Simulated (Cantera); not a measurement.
Cantera run:

```python
import numpy as np
import cantera as ct

gas_names = """
    CL CL2 H HCL H2 N NH NH2 NH3 N2 N2H2 N2H4 Si SiCL SiCL2 SiCL3 SiCL4 SiH SiHCL3 SiH2 SiH2CL2 SiH3
    SiH3CL SiH4 SiN Si2 Si2N Si3
""".split()
cond_names = """
    NH4CL(a) NH4CL(b) Si(cr) Si(L) Si3N4(a)
""".split()


# ... load() reads the species with a 1 bar reference pressure and builds the phases ...
atoms = {
    'SiH2Cl2': {'Si': 1, 'H': 2, 'CL': 2},
    'N2': {'N': 2},
    'HCl': {'H': 1, 'CL': 1},
}
top_T = {'Si3N4(a)': 2400}  # K; cautious upper limits of use, not melting points


# ... equilibrate(T, P, feed) seeds the gas with the atoms and calls Mixture.equilibrate('TP', solver="vcs", rtol=1e-11, max_steps=5000) ...
results = []
feed = {'SiH2Cl2': 1, 'N2': 41, 'HCl': 0.022}  # mol
P = 100000  # Pa
for T in [975, 1075, 1175, 1275, 1375, 1475, 1575, 1675]:
    mix = equilibrate(T, P, feed)
    results.append((T, P, feed, dict(zip(mix.species_names, mix.species_moles))))

top = {s: max(r[3][s] / sum(r[3][g] for g in gas_names) for r in results) for s in gas_names}
cols = sorted((s for s in top if top[s] > 0.0001), key=lambda s: -top[s])[:5]
seen = [c for c in cond_names if any(r[3].get(c, 0) > 1e-12 for r in results)]
print("log10 of partial pressures in bar; condensed amounts in mol")
print(f"{'T/K':>10s}" + "".join(f"{s[:9]:>10s}" for s in cols + seen))
for T, P, feed, n in results:
    ng = sum(n[g] for g in gas_names)
    print(f"{T:10.4g}" + "".join(f"{np.log10(max(n[s] / ng * P / 1e5, 1e-99)):10.3f}" for s in cols)
          + "".join(f"{n.get(c, 0):10.4g}" for c in seen))
```

Result:

```
log10 of partial pressures in bar; condensed amounts in mol
       T/K        N2       HCL        H2     SiCL2     SiCL4  Si3N4(a)
       975    -0.019    -1.512    -2.070    -8.257    -2.371    0.2733
      1075    -0.019    -1.495    -2.102    -6.869    -2.405    0.2775
      1175    -0.020    -1.482    -2.129    -5.724    -2.434    0.2807
      1275    -0.020    -1.473    -2.151    -4.765    -2.464    0.2829
      1375    -0.020    -1.467    -2.166    -3.957    -2.505    0.2832
      1475    -0.020    -1.467    -2.168    -3.282    -2.580    0.2792
      1575    -0.020    -1.477    -2.144    -2.743    -2.741    0.2656
      1675    -0.020    -1.509    -2.082    -2.357    -3.053    0.2385
```

Method: chemical equilibrium by Gibbs-energy minimisation in Cantera with the NASA 1993 tables (ideal gas, pure condensed phases). N2 is the only nitrogen source here; it is nearly inert below about 1500 K, so the nitride shown seldom forms there in practice. The tables' values for SiCl3 are old estimates; treat these amounts as uncertain.
